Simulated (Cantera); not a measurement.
Equilibrium for carbon deposition, reforming and gasification: n-butane + O2 + N2

Input: 1 mol n-butane, 0.041 mol O2, 0.41 mol N2, equilibrated at 105 Torr.

Method: chemical equilibrium by Gibbs-energy minimisation in Cantera with the NASA 1993 tables (ideal gas, pure condensed phases). Candidate condensed phases: C, C6H6, C7H8, C8H18, H2O; 136 gas species. Kinetics and transport are ignored.

```tsv
T (K)	log p H2	log p CH4	log p N2	log p H2O	log p CO	log p H	n C(graphite)
748	-1.02	-1.53	-1.89	-2.65	-3.61	<-12	3.04
848	-0.93	-2.05	-1.95	-2.99	-2.93	-11.19	3.63
948	-0.90	-2.57	-1.97	-3.64	-2.72	-9.73	3.82
1048	-0.90	-3.03	-1.98	-4.31	-2.69	-8.56	3.88
1148	-0.90	-3.42	-1.98	-4.90	-2.68	-7.59	3.90
1248	-0.90	-3.74	-1.98	-5.39	-2.68	-6.78	3.91
1348	-0.90	-4.02	-1.98	-5.81	-2.68	-6.08	3.91
1448	-0.89	-4.27	-1.98	-6.17	-2.68	-5.48	3.91
1548	-0.89	-4.48	-1.98	-6.49	-2.68	-4.96	3.91
1648	-0.90	-4.66	-1.98	-6.76	-2.68	-4.50	3.91
1748	-0.90	-4.83	-1.98	-7.00	-2.68	-4.09	3.91
1848	-0.90	-4.97	-1.99	-7.22	-2.68	-3.72	3.90
1948	-0.90	-5.10	-1.99	-7.42	-2.68	-3.40	3.89
2048	-0.90	-5.22	-2.00	-7.59	-2.68	-3.10	3.88
```
log p: log10 of the partial pressure in bar; n: condensed amount in mol.

From 748 K to 2048 K the condensed part is C(graphite). The main C-bearing gas is CH4 at 748 K and CO at 2048 K.
